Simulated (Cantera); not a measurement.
# Pyrogenic steam for wet oxidation

A perfectly stirred reactor is fed with 18.5 % H₂, 10.9 % O₂, 70.7 % N₂, at 0.500 bar; it is held at 1050 K, and followed from long to short residence time.

Model: the H2/O2 subset of GRI-Mech 3.0, which has no nitrogen chemistry, integrated in Cantera. The temperature is held fixed by assumption; the heat of reaction is taken as removed at once.

| τ (s) | x H₂ | x O₂ | x HO₂ | x OH | x O | x H | x H₂O₂ |
|---|---|---|---|---|---|---|---|
| 0.30 | 0.00174 | 0.0188 | 1.19e-5 | 5.80e-5 | 2.30e-5 | 3.55e-5 | 1.37e-6 |
| 0.14 | 0.00256 | 0.0192 | 1.34e-5 | 8.28e-5 | 3.99e-5 | 7.42e-5 | 1.45e-6 |
| 0.068 | 0.00373 | 0.0198 | 1.47e-5 | 0.000115 | 6.55e-5 | 0.000147 | 1.51e-6 |
| 0.033 | 0.00544 | 0.0206 | 1.61e-5 | 0.000158 | 0.000105 | 0.000289 | 1.56e-6 |
| 0.016 | 0.00792 | 0.0218 | 1.76e-5 | 0.000215 | 0.000165 | 0.000554 | 1.61e-6 |
| 0.0074 | 0.0118 | 0.0238 | 1.95e-5 | 0.000297 | 0.000261 | 0.00108 | 1.66e-6 |
| 0.0035 | 0.0172 | 0.0266 | 2.18e-5 | 0.000402 | 0.000400 | 0.00198 | 1.72e-6 |
x: mole fraction; the columns are a selection and need not sum to one.
